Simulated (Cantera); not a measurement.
Sublimation and decomposition of ceramics: MgO + N₂

Charge: 1 mol MgO, 5.8 mol N₂, at 0.00133 bar.

These are equilibrium values from Cantera (NASA tables, ideal gas, pure condensed phases), not measurements of a reactor. Candidate condensed phases: Mg, MgO; 13 gas species. Kinetics and transport are ignored.

From 2173 K to 2248 K the condensed part is MgO(s). From 2323 K to 2998 K nothing is condensed. The main Mg-bearing gas is Mg throughout.

```json
[
 {"T (K)": "2173", "log p N₂": "-2.90", "log p Mg": "-4.41", "log p O": "-5.08", "log p O₂": "-4.88", "log p NO": "-5.42", "log p MgO": "-6.33", "log p N": "-9.49", "log p MgN": "-10.32", "n MgO(s)": "0.821"},
 {"T (K)": "2248", "log p N₂": "-2.93", "log p Mg": "-4.03", "log p O": "-4.68", "log p O₂": "-4.48", "log p NO": "-5.17", "log p MgO": "-5.80", "log p N": "-9.13", "log p MgN": "-9.84", "n MgO(s)": "0.532"},
 {"T (K)": "2323", "log p N₂": "-2.98", "log p Mg": "-3.75", "log p O": "-4.35", "log p O₂": "-4.22", "log p NO": "-4.99", "log p MgO": "-5.45", "log p N": "-8.79", "log p MgN": "-9.48", "n MgO(s)": "0"},
 {"T (K)": "2398", "log p N₂": "-2.99", "log p Mg": "-3.76", "log p O": "-4.21", "log p O₂": "-4.29", "log p NO": "-4.97", "log p MgO": "-5.54", "log p N": "-8.46", "log p MgN": "-9.39", "n MgO(s)": "0"},
 {"T (K)": "2473", "log p N₂": "-2.99", "log p Mg": "-3.76", "log p O": "-4.09", "log p O₂": "-4.38", "log p NO": "-4.96", "log p MgO": "-5.63", "log p N": "-8.14", "log p MgN": "-9.30", "n MgO(s)": "0"},
 {"T (K)": "2548", "log p N₂": "-2.99", "log p Mg": "-3.76", "log p O": "-3.99", "log p O₂": "-4.51", "log p NO": "-4.96", "log p MgO": "-5.74", "log p N": "-7.84", "log p MgN": "-9.21", "n MgO(s)": "0"},
 {"T (K)": "2623", "log p N₂": "-3.00", "log p Mg": "-3.76", "log p O": "-3.92", "log p O₂": "-4.67", "log p NO": "-4.99", "log p MgO": "-5.87", "log p N": "-7.56", "log p MgN": "-9.13", "n MgO(s)": "0"},
 {"T (K)": "2698", "log p N₂": "-3.00", "log p Mg": "-3.76", "log p O": "-3.87", "log p O₂": "-4.85", "log p NO": "-5.03", "log p MgO": "-6.00", "log p N": "-7.30", "log p MgN": "-9.06", "n MgO(s)": "0"},
 {"T (K)": "2773", "log p N₂": "-3.00", "log p Mg": "-3.76", "log p O": "-3.84", "log p O₂": "-5.05", "log p NO": "-5.09", "log p MgO": "-6.14", "log p N": "-7.04", "log p MgN": "-8.99", "n MgO(s)": "0"},
 {"T (K)": "2848", "log p N₂": "-3.00", "log p Mg": "-3.77", "log p O": "-3.81", "log p O₂": "-5.26", "log p NO": "-5.15", "log p MgO": "-6.28", "log p N": "-6.81", "log p MgN": "-8.92", "n MgO(s)": "0"},
 {"T (K)": "2923", "log p N₂": "-3.00", "log p Mg": "-3.77", "log p O": "-3.80", "log p O₂": "-5.47", "log p NO": "-5.21", "log p MgO": "-6.42", "log p N": "-6.58", "log p MgN": "-8.85", "n MgO(s)": "0"},
 {"T (K)": "2998", "log p N₂": "-3.00", "log p Mg": "-3.77", "log p O": "-3.79", "log p O₂": "-5.68", "log p NO": "-5.28", "log p MgO": "-6.55", "log p N": "-6.36", "log p MgN": "-8.79", "n MgO(s)": "0"}
]
```
log p: log10 of the partial pressure in bar; n: condensed amount in mol.
